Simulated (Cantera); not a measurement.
Feed: 1 mol SiH2Cl2, 0.68 mol HCl, 14 mol H2, at 5.55 Torr.

These are equilibrium values from Cantera (NASA tables, ideal gas, pure condensed phases), not measurements of a reactor. Candidate condensed phases: Si; 19 gas species. The tables' values for SiCl, SiCl3 are old estimates; treat these amounts as uncertain. Gases not in the tables: Si2H6 and higher silanes. Rates play no part. All values below are at 1575 °C.

Base state: H2 0.865, HCl 0.0964, SiCl2 0.0311, H 0.00573, Si 0.000848, SiCl 0.000496, Cl 0.000486, SiCl3 0.000114 (mole fractions); condensed: Si(l).

Q: What changes in the equilibrium state with this change: HCl from 0.68 to 0.048 mol?

A: 
```
species       before     after
----------  --------  --------
H2             0.865     0.888
HCl           0.0964    0.0821
SiCl2         0.0311    0.0220
SiCl3       0.000114   6.77e-5
Cl          0.000486  0.000408
SiCl        0.000496  0.000417
Si(l), mol     0.452     0.622
```
